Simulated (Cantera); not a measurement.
A perfectly stirred reactor is fed with 18.7 % H₂, 81.3 % O₂, at 0.0132 atm; it is held at 1250 K, and followed from long to short residence time.

Model: the H2/O2 subset of GRI-Mech 3.0, which has no nitrogen chemistry, integrated in Cantera. Radical loss at walls, strong at low pressure, is not modelled. The temperature is held fixed by assumption; the heat of reaction is taken as removed at once.

x: mole fraction; the columns are a selection and need not sum to one.

```
τ (s)       x H₂   x O₂     x OH   x H₂O₂      x O       x H  x H₂O
------  --------  -----  -------  -------  -------  --------  -----
6.5     0.000189  0.792  0.00147        …  0.00102   9.26e-5  0.205
2.2     0.000381  0.791  0.00211        …  0.00210  0.000273  0.204
0.73    0.000771  0.788  0.00304        …  0.00434  0.000815  0.203
0.24     0.00155  0.783  0.00436        …  0.00888   0.00240  0.200
0.082    0.00294  0.774  0.00606  3.38e-7   0.0171   0.00652  0.194
0.028    0.00530  0.757  0.00809  3.49e-7   0.0308    0.0160  0.182
0.0092   0.00893  0.736   0.0101  3.35e-7   0.0483    0.0326  0.165
```

Problem. Fill in the missing entries.

Solution. 
- 6.5, x H₂O₂: 1.32e-7
- 2.2, x H₂O₂: 1.82e-7
- 0.73, x H₂O₂: 2.39e-7
- 0.24, x H₂O₂: 2.97e-7
